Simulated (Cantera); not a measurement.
Feed: 1 mol SiC, 0.0032 mol O2, 7.9 mol H2, held at 0.150 bar.

Method: chemical equilibrium by Gibbs-energy minimisation in Cantera with the NASA 1993 tables (ideal gas, pure condensed phases). Candidate condensed phases: C, C6H6, C7H8, C8H18, H2O, Si, SiC, SiO2; 123 gas species. Mutual solubility and eutectic melting of coexisting phases are not modelled. The tables hold silica as quartz up to 1696 K and as liquid above; real silica turns to tridymite and cristobalite and melts near 1996 K. Gases not in the tables: Si2H6 and higher silanes. Equilibrium is a limit: real reactors are often held back by kinetics, nucleation or transport.

log p: log10 of the partial pressure in bar; n: condensed amount in mol.

| T (K) | log p H2 | log p H | log p CO | log p SiO | log p Si | log p CH4 | log p SiH2 | n SiC(s) | n SiO2(β-quartz) |
|---|---|---|---|---|---|---|---|---|---|
| 1400 | -0.82 | [?] | -4.35 | -4.64 | -10.10 | -5.32 | -8.26 | 0.997 | 0.00141 |
| 1450 | -0.82 | [?] | -4.23 | -4.21 | -9.33 | -5.54 | -7.75 | 0.997 | 0 |
| 1500 | -0.82 | [?] | -4.23 | -4.21 | -8.75 | -5.60 | -7.42 | 0.997 | 0 |
| 1550 | -0.82 | [?] | -4.23 | -4.21 | -8.22 | -5.66 | -7.12 | 0.997 | 0 |
| 1600 | -0.82 | [?] | -4.22 | -4.21 | -7.71 | -5.71 | -6.83 | 0.997 | 0 |
| 1650 | -0.82 | [?] | -4.22 | -4.21 | -7.24 | -5.76 | -6.56 | 0.997 | 0 |
| 1700 | -0.82 | [?] | -4.22 | -4.21 | -6.80 | -5.81 | -6.30 | 0.997 | 0 |
| 1750 | -0.82 | [?] | -4.22 | -4.22 | -6.38 | -5.85 | -6.07 | 0.997 | 0 |
| 1800 | -0.82 | [?] | -4.21 | -4.22 | -5.99 | -5.89 | -5.84 | 0.997 | 0 |
| 1850 | -0.82 | [?] | -4.20 | -4.23 | -5.63 | -5.92 | -5.64 | 0.997 | 0 |
| 1900 | -0.83 | [?] | -4.19 | -4.25 | -5.29 | -5.94 | -5.45 | 0.996 | 0 |

**Question.** Fill in the missing entries.

**Answer.** 
- 1400, log p H: -5.73
- 1450, log p H: -5.44
- 1500, log p H: -5.17
- 1550, log p H: -4.91
- 1600, log p H: -4.68
- 1650, log p H: -4.45
- 1700, log p H: -4.24
- 1750, log p H: -4.05
- 1800, log p H: -3.86
- 1850, log p H: -3.68
- 1900, log p H: -3.51
